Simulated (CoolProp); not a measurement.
Vapour-liquid equilibrium of ethylbenzene (1) + o-xylene (2) at 24.15 °C; x and y are mole fractions of (1).

Values from CoolProp's multi-fluid Helmholtz-energy mixture model, Zhou 2012 and Zhou 2012; pair parameters Bell 2016.

```csv
x,"bubble pressure, mixture model (bar)","bubble pressure, Raoult's law (bar)","y, mixture model","y, Raoult's law"
0.05,0.008712,0.008704,0.071,0.070
0.125,0.009008,0.008978,0.173,0.170
0.2,0.009311,0.009253,0.269,0.263
0.275,[?],0.009527,0.359,0.352
0.35,0.009921,0.009801,0.443,0.435
0.425,0.01022,0.01008,0.521,0.514
0.5,0.01051,0.01035,[?],0.588
0.575,0.01080,0.01062,0.662,0.659
0.65,0.01107,0.01090,0.726,0.726
0.725,[?],0.01117,[?],0.790
0.8,0.01158,0.01145,0.847,0.851
0.875,0.01182,0.01172,0.904,0.909
0.95,0.01204,0.01200,0.962,0.964
```

**Question.** What belongs in the gaps?

**Answer.** 
- 0.275, bubble pressure, mixture model (bar): 0.009616
- 0.5, y, mixture model: 0.594
- 0.725, bubble pressure, mixture model (bar): 0.01133
- 0.725, y, mixture model: 0.788

The largest gap from Raoult's law is +1.7 % in bubble pressure, at x = 0.575. No azeotrope shows between x = 0.05 and 0.95.

The pair parameters rest on a limited set of measurements; away from them the model extrapolates.
